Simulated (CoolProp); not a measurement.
Vapour-liquid equilibrium of isobutane (1) + n-butane (2) at 0.927 MPa; x and y are mole fractions of (1).

The numbers come from the multi-fluid Helmholtz-energy mixture model, Bücker 2006 and Bücker 2006; pair parameters Kunz 2012 in CoolProp.

```csv
x,"bubble temperature, mixture model (K)","bubble temperature, Raoult's law (K)","y, mixture model","y, Raoult's law"
0.05,348.5,348.4,0.062,0.066
0.125,347.4,347.3,0.151,0.160
0.2,346.4,346.2,0.238,0.251
0.275,345.3,345.2,0.322,0.337
0.35,344.3,344.1,0.403,0.420
0.425,343.3,343.1,0.481,0.498
0.5,342.3,342.1,0.557,0.574
0.575,341.3,341.2,0.630,0.646
0.65,340.4,340.2,0.701,0.715
0.725,339.4,339.3,0.769,0.781
0.8,338.5,338.3,0.835,0.844
0.875,337.5,337.4,0.899,0.905
0.95,336.6,336.5,0.960,0.963
```

The largest gap from Raoult's law is +0.2 K in bubble temperature, at x = 0.5. No azeotrope shows between x = 0.05 and 0.95.

The pair parameters rest on a limited set of measurements; away from them the model extrapolates.
